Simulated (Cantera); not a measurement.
A perfectly stirred reactor is fed with 69.9 % CH4, 30.1 % CO2, at 0.434 atm; it is held at 1725 K, and followed from long to short residence time.

Detailed kinetics in Cantera: GRI-Mech 3.0 (53 species, 325 reactions). GRI-Mech 3.0 stops at C3 and has no aromatics, soot or wall deposition, so with more carbon than oxygen in the feed, carbon stays in small species such as C2H2 where larger ones or solid carbon would form.

Problem. Predict: x(CH4) at τ = 13.0 s; x(CO2) at τ = 13.0 s; x(CO) at τ = 13.0 s; x(CH2) at τ = 13.0 s; x(CH4) at τ = 0.280 s; x(CO2) at τ = 0.280 s; x(CO) at τ = 0.280 s; x(CH2) at τ = 0.280 s.

Solution. 
```json
{
  "x(CH4) at τ = 13.0 s": "0.0127",
  "x(CO2) at τ = 13.0 s": "0.00172",
  "x(CO) at τ = 13.0 s": "0.295",
  "x(CH2) at τ = 13.0 s": "4.10e-8",
  "x(CH4) at τ = 0.280 s": "0.0671",
  "x(CO2) at τ = 0.280 s": "0.0263",
  "x(CO) at τ = 0.280 s": "0.204",
  "x(CH2) at τ = 0.280 s": "2.44e-7"
}
```
